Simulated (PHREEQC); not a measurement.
A made-up water analysis in mg/L, 5 °C, pH 6.76, pe 0.4: Na 0.572; K 0.428; Ca 6.42; Mg 0.854; Cl 8.74; S(6) as SO4 3.48; Alkalinity as HCO3 6.14; Zn 0.442; Li 0.00172.

Valence states are taken as typed.

Equilibrium calculation in PHREEQC: ion-association model, phreeqc.dat.

Precipitation was switched off in this run.

Problem. Predict the charge-balance error.

Solution. charge-balance error 2.4 %.

Problem. In which forms is Zn present?

Solution. Zn+2 98 %, ZnHCO3+ 1.1 %, ZnSO4 0.5 % of the Zn.

Constants without temperature data keep their 25 °C values here.
